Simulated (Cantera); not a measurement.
A Cantera script and what it prints.

```python
import numpy as np
import cantera as ct

gas_names = """
    C CO COS CO2 CS CS2 C2 C2O C3 C3O2 C4 C5 Fe FeC5O5 FeO O O2 O3 S SO SO2 SO3 S2 S2O S8
""".split()
cond_names = """
    C(gr) Fe(a) Fe(c) Fe(d) Fe(L) FeC5O5(L) FeO(s) FeO(L) FeS(a) FeS(b) FeS(c) FeS(L) FeSO4(s) FeS2(s)
    Fe2O3(s) Fe2S3O12(s) Fe3O4(s) S(cr1) S(cr2) S(L)
""".split()


def load(file, names, dense=False):
    # The tables refer to 1 bar. Condensed volumes are neglected.
    table = {s.name: s for s in ct.Species.list_from_file(file)}
    out = []
    for n in names:
        d = dict(table[n].input_data)
        d["thermo"] = dict(d["thermo"], **{"reference-pressure": 1e5})
        if dense:
            d["equation-of-state"] = {"model": "constant-volume", "density": "1e6 g/cm^3"}
        out.append(ct.Species.from_dict(d))
    return out


gas = ct.Solution(thermo="ideal-gas", species=load("nasa_gas.yaml", gas_names))
cond = {s.name: ct.Solution(thermo="fixed-stoichiometry", species=[s], name=s.name)
        for s in load("nasa_condensed.yaml", cond_names, dense=True)}
atoms = {
    'FeS': {'Fe': 1, 'S': 1},
    'O2': {'O': 2},
    'CO2': {'C': 1, 'O': 2},
}
top_T = {'C(gr)': 4500, 'FeSO4(s)': 950, 'FeS2(s)': 1010, 'Fe2O3(s)': 1830, 'Fe2S3O12(s)': 1100, 'Fe3O4(s)': 1870}  # K; cautious upper limits of use, not melting points


def equilibrate(T, P, feed):
    n = {}
    for name, mol in feed.items():
        for a, k in atoms[name].items():
            n[a] = n.get(a, 0.0) + k * mol
    gas.TPX = T, P, n
    mass = sum(n.values()) * gas.mean_molecular_weight
    gas.equilibrate("TP")
    valid = [c for c in cond.values() if c.min_temp <= T <= top_T.get(c.name, c.max_temp)]
    mix = ct.Mixture([(gas, mass / gas.mean_molecular_weight)] + [(c, 0.0) for c in valid])
    mix.T, mix.P = T, P
    mix.equilibrate("TP", solver="vcs", rtol=1e-11, max_steps=5000)
    return mix


results = []
T = 973.15  # K
P = 2300  # Pa
for m in [0.42, 0.63, 0.94, 1.4, 2.1, 3.2, 4.7]:
    feed = {'FeS': 1, 'O2': 0.17, 'CO2': m}  # mol
    mix = equilibrate(T, P, feed)
    results.append((T, P, feed, dict(zip(mix.species_names, mix.species_moles))))
    x = sorted(zip(gas.X, gas.species_names), reverse=True)
    print(f"T = {T:g} K  P = {P:g} Pa  n(CO2) = {m:g} mol  gas = {mix.phase_moles(0):.4g} mol")
    print("   x: " + "  ".join(f"{s} {v:.3e}" for v, s in x if v > 0.0001))
    print("   condensed (mol): " + ("  ".join(f"{mix.phase(i).name} {mix.phase_moles(i):.4g}"
          for i in range(1, mix.n_phases) if mix.phase_moles(i) > 1e-12) or "none"))
```

Result:

```
T = 973.15 K  P = 2300 Pa  n(CO2) = 0.42 mol  gas = 0.5236 mol
   x: CO2 7.996e-01  SO2 1.856e-01  S2 1.188e-02  CO 2.350e-03  S2O 3.564e-04  COS 2.249e-04
   condensed (mol): FeS(c) 0.8899  Fe3O4(s) 0.0367
T = 973.15 K  P = 2300 Pa  n(CO2) = 0.63 mol  gas = 0.7339 mol
   x: CO2 8.554e-01  SO2 1.323e-01  S2 9.063e-03  CO 2.782e-03  S2O 2.455e-04  COS 2.326e-04
   condensed (mol): FeS(c) 0.8891  Fe3O4(s) 0.03697
T = 973.15 K  P = 2300 Pa  n(CO2) = 0.94 mol  gas = 1.044 mol
   x: CO2 8.966e-01  SO2 9.295e-02  S2 6.835e-03  CO 3.242e-03  COS 2.353e-04  S2O 1.666e-04
   condensed (mol): FeS(c) 0.888  Fe3O4(s) 0.03732
T = 973.15 K  P = 2300 Pa  n(CO2) = 1.4 mol  gas = 1.505 mol
   x: CO2 9.262e-01  SO2 6.465e-02  S2 5.112e-03  CO 3.734e-03  COS 2.344e-04  S2O 1.117e-04
   condensed (mol): FeS(c) 0.8866  Fe3O4(s) 0.0378
T = 973.15 K  P = 2300 Pa  n(CO2) = 2.1 mol  gas = 2.206 mol
   x: CO2 9.473e-01  SO2 4.438e-02  CO 4.276e-03  S2 3.783e-03  COS 2.309e-04
   condensed (mol): FeS(c) 0.8845  Fe3O4(s) 0.03849
T = 973.15 K  P = 2300 Pa  n(CO2) = 3.2 mol  gas = 3.309 mol
   x: CO2 9.621e-01  SO2 3.000e-02  CO 4.884e-03  S2 2.766e-03  COS 2.255e-04
   condensed (mol): FeS(c) 0.8814  Fe3O4(s) 0.03955
T = 973.15 K  P = 2300 Pa  n(CO2) = 4.7 mol  gas = 4.812 mol
   x: CO2 9.711e-01  SO2 2.111e-02  CO 5.477e-03  S2 2.088e-03  COS 2.198e-04
   condensed (mol): FeS(c) 0.8769  Fe3O4(s) 0.04102
```

Method: chemical equilibrium by Gibbs-energy minimisation in Cantera with the NASA 1993 tables (ideal gas, pure condensed phases). FeS: taken at fixed stoichiometry. Gases not in the tables: S3 to S7.
